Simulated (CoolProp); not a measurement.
Computed with CoolProp (reference Helmholtz-energy equation of state, Leachman 2009).

### Question
For normal hydrogen, give the phase and the density (kg/m³), cp (kJ/(kg K)), cv (kJ/(kg K)), fugacity coefficient at 28.7 K and 0.12 MPa; 28.7 K and 1.72 MPa.

### Answer
- 28.7 K and 0.12 MPa: gas; density 1.06, cp 11.0, cv 6.25, fugacity coefficient 0.957
- 28.7 K and 1.72 MPa: liquid; density 61.8, cp 15.1, cv 6.17, fugacity coefficient 0.335
